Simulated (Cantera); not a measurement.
**Dilute partial oxidation**

A perfectly stirred reactor is fed with 1.27 % CH4, 0.333 % O2, 98.0 % N2, 0.343 % H2O, equivalence ratio 7.6, at 1.01 bar; it is held at 1423 K, and followed from long to short residence time.

Model: GRI-Mech 3.0 (53 species, 325 reactions), integrated in Cantera.

| τ (s) | x CH4 | x O2 | x OH | x H2O2 | x H2O |
|---|---|---|---|---|---|
| 21 | 0.00415 | 4.24e-5 | 9.66e-9 | 1.49e-11 | 0.00652 |
| 4.5 | 0.00586 | 0.000180 | 1.47e-8 | 4.59e-11 | 0.00683 |
| 0.95 | 0.00755 | 0.000638 | 2.47e-8 | 1.25e-10 | 0.00652 |
| 0.20 | 0.00991 | 0.00198 | 3.47e-8 | 3.09e-10 | 0.00506 |
| 0.042 | 0.0125 | 0.00324 | 1.18e-8 | 2.57e-10 | 0.00354 |
| 0.0089 | 0.0127 | 0.00333 | 4.30e-9 | 1.62e-10 | 0.00344 |
| 0.0019 | 0.0127 | 0.00333 | 1.67e-9 | 1.66e-10 | 0.00343 |
x: mole fraction; the columns are a selection and need not sum to one.
